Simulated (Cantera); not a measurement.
Charge: 1 mol Fe₃O₄, 5.3 mol CH₄, 0.42 mol N₂, at 2100 K and 620 Pa.

Method: chemical equilibrium by Gibbs-energy minimisation in Cantera with the NASA 1993 tables (ideal gas, pure condensed phases). Kinetics and transport are ignored.

| species | before | after |
|---|---|---|
| H₂ | 0.563 | 0.706 |
| CO | 0.219 | 0.266 |
| N₂ | 0.0217 | 0.0280 |
| Fe | 0.164 | <1e-9 |
| H | 0.0297 | 1.50e-7 |
| C₂H₂ (acetylene) | 0.000813 | 5.08e-9 |
| HNC | 0.000160 | 5.28e-9 |
| CO₂ | 4.82e-9 | 6.17e-5 |
| H₂O | 6.12e-8 | 0.000151 |
| HCN | 0.00237 | 2.17e-6 |
| CH₄ | 6.47e-7 | 0.000142 |
| C(graphite), mol | 1.22 | 1.30 |
| Fe(α), mol | 0 | 3.00 |
Gas species are given as mole fractions.

Name the change that produced these shifts.
A. temperature from 2100 K to 2575 K
B. pressure from 620 Pa to 150 Pa
C. temperature from 2100 K to 1073.15 K
D. Fe₃O₄ replaced by Fe₂O₃

C, temperature from 2100 K to 1073.15 K. Condensed phases not in the tables: cementite and carbon dissolved in iron
